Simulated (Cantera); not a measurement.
A perfectly stirred reactor is fed with C₂H₄ : O₂ : N₂ : H₂O = 1 : 3 : 11.3 : 1.3 (molar parts), at 100000 Pa; it is adiabatic with a 800 K inlet, and is followed from long to short residence time, starting on the burning branch (τ in s: 0.08, 0.031, 0.012, 0.0046, 0.0018, 0.00068, 0.00026, 0.0001, 3.9e-05, 1.5e-05).

Cantera simulation using GRI-Mech 3.0 (53 species, 325 reactions); the numbers are that mechanism's predictions, not measurements. GRI-Mech 3.0 was tuned for natural gas; its chemistry of ethylene as a main component is partial and can be far from experiment.

Question: What does this change do: pressure from 100000 Pa to 1800000 Pa?

Answer: 
| quantity | before | after |
|---|---|---|
| blow-out, bracketed by the residence times tried | burning at 39.0 µs, out at 15.0 µs | burning at 15.0 µs, the shortest tried |
| x(C₂H₄) at τ = 80.0 ms | 5.46e-7 | 6.37e-8 |
| x(O₂) at τ = 80.0 ms | 0.0129 | 0.00703 |
| x(H₂O) at τ = 80.0 ms | 0.180 | 0.189 |
| x(HCN) at τ = 80.0 ms | 2.03e-7 | 4.49e-8 |
| x(HO₂) at τ = 80.0 ms | 2.19e-6 | 3.92e-6 |
| x(C₂H₄) at τ = 0.680 ms | 3.52e-5 | 6.67e-6 |
| x(O₂) at τ = 0.680 ms | 0.0237 | 0.00919 |
| x(H₂O) at τ = 0.680 ms | 0.166 | 0.187 |
| x(HCN) at τ = 0.680 ms | 9.34e-7 | 1.92e-6 |
| x(HO₂) at τ = 0.680 ms | 4.45e-6 | 5.33e-6 |
The pressure lies above the range GRI-Mech 3.0 was tuned for (to about 10 atm).
